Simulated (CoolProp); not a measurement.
A simple Rankine cycle with R114: condensing at 296.15 K, boiler at 1.47 MPa, turbine inlet 379.9 K, turbine efficiency 0.7, pump efficiency 0.7, no recuperator. Each further row changes one setting.

Computed with CoolProp (reference Helmholtz-energy equation of state, Platzer 1990). This equation is an older, rougher fit; its heat capacities, sound speeds and derivatives of the liquid may be far off and weren't checked against measurements.

```
case                             thermal efficiency (%)  net work (kJ/kg)  heat in (kJ/kg)  turbine exit temperature (K)  volume ratio over the turbine
-------------------------------  ----------------------  ----------------  ---------------  ----------------------------  -----------------------------
as stated                                          11.0              19.2              175                         333.2                           8.41
turbine inlet 399.9 K                              10.9              21.2              194                         355.4                           7.95
condensing temperature 288.15 K                    12.0              22.0              183                         328.6                           11.0
boiler pressure 1.03 MPa                            9.4              17.2              182                         345.3                           5.39
turbine efficiency 0.6                              9.3              16.3              175                         337.1                           8.52
```
